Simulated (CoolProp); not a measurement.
Model: reference Helmholtz-energy equation of state, Gao 2020, in CoolProp.

Q: Give the vapour pressure (MPa), enthalpy of vaporisation (kJ/kg), vapour Z, vapour viscosity (µPa s) of saturated ammonia at 206.3 K.

A: 
```csv
T (K),p (MPa),enthalpy of vaporisation (kJ/kg),vapour Z,vapour viscosity (µPa s)
206.3,0.0137,1460,0.992,7.11
```

Viscosity comes from a separate model (Fenghour 1995).
